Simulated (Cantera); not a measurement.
# Stirred combustor or abatement burner

A perfectly stirred reactor is fed with 15.3 % H₂, 17.8 % O₂, 66.9 % N₂, equivalence ratio 0.43, at 900 Torr; it is adiabatic with a 623 K inlet, and is followed from long to short residence time, starting on the burning branch (τ in s: 0.21, 0.097, 0.045, 0.02, 0.0094, 0.0043, 0.002, 0.00091, 0.00042, 0.00019, 8.7e-05, 4e-05, 1.8e-05).

Cantera simulation using the H2/O2 subset of GRI-Mech 3.0, which has no nitrogen chemistry; the numbers are that mechanism's predictions, not measurements.

```
τ (s)    T (K)      x H₂   x O₂     x OH   x H₂O₂     x HO₂  x H₂O       x O
-------  -----  --------  -----  -------  -------  --------  -----  --------
0.21      1768   7.31e-5  0.109  0.00102  8.47e-8   1.32e-6  0.165   8.16e-5
0.097     1766  0.000118  0.109  0.00127  1.12e-7   1.82e-6  0.165  0.000129
0.045     1764  0.000193  0.109  0.00162  1.53e-7   2.69e-6  0.165  0.000210
0.020     1759  0.000328  0.109  0.00209  2.13e-7   4.23e-6  0.164  0.000358
0.0094    1753  0.000539  0.109  0.00265  2.91e-7   6.54e-6  0.164  0.000589
0.0043    1744  0.000897  0.108  0.00337  3.99e-7   1.02e-5  0.163  0.000985
0.0020    1730   0.00147  0.108  0.00420  5.45e-7   1.55e-5  0.161   0.00161
0.00091   1707   0.00240  0.108  0.00514  7.59e-7   2.31e-5  0.160   0.00260
0.00042   1673   0.00384  0.108  0.00606  1.08e-6   3.28e-5  0.157   0.00402
0.00019   1621   0.00614  0.108  0.00678  1.65e-6   4.49e-5  0.152   0.00592
8.7e-5    1547   0.00983  0.109  0.00702  2.71e-6   5.89e-5  0.146   0.00791
4.0e-5    1444    0.0170  0.112  0.00655  4.90e-6   7.67e-5  0.135   0.00901
1.8e-5    1249    0.0464  0.128  0.00408  1.00e-5  0.000115  0.104   0.00576
```
x: mole fraction; the columns are a selection and need not sum to one.
